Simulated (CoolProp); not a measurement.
Propane along the isotherm 143.25 °C: Z from the reference equation and from simpler models built on Tc = 96.7 °C, pc = 4251 kPa, ω = 0.152; each cubic takes its own stable root.

Model: reference Helmholtz-energy equation of state, Lemmon 2009, in CoolProp.

| p (kPa) | phase | reference | van der Waals | Redlich-Kwong | Peng-Robinson |
|---|---|---|---|---|---|
| 67.2 | gas | 0.9963 | 0.9965 | 0.9962 | 0.9958 |
| 98.7 | gas | 0.9946 | 0.9948 | 0.9944 | 0.9938 |
| 145 | gas | 0.9921 | 0.9924 | 0.9917 | 0.9909 |
| 213 | gas | 0.9883 | 0.9888 | 0.9879 | 0.9866 |
| 312 | gas | 0.9828 | 0.9835 | 0.9822 | 0.9804 |
| 458 | gas | 0.9747 | … | 0.9737 | 0.9711 |
| 672 | gas | … | 0.9640 | 0.9612 | 0.9575 |
| 987 | gas | 0.9446 | 0.9463 | 0.9425 | 0.9372 |
| 1450 | gas | 0.9174 | 0.9195 | 0.9143 | 0.9069 |
| 2130 | gas | 0.8759 | 0.8776 | 0.8712 | 0.8614 |
| 3120 | gas | 0.8114 | 0.8103 | 0.8045 | 0.7926 |
| 4580 | supercritical | … | … | 0.6953 | 0.6854 |
| 6720 | supercritical | 0.5329 | 0.4803 | 0.5240 | 0.5313 |
| 9870 | supercritical | 0.4421 | 0.5084 | 0.4741 | 0.4632 |
| 14500 | supercritical | 0.5253 | 0.6498 | 0.5617 | … |
| 21300 | supercritical | 0.6852 | … | 0.7176 | 0.6639 |

Task: Complete the blanks.

Result: 
- 458, van der Waals: 0.9757
- 672, reference: 0.9626
- 4580, reference: 0.7058
- 4580, van der Waals: 0.6899
- 14500, Peng-Robinson: 0.5288
- 21300, van der Waals: 0.8670
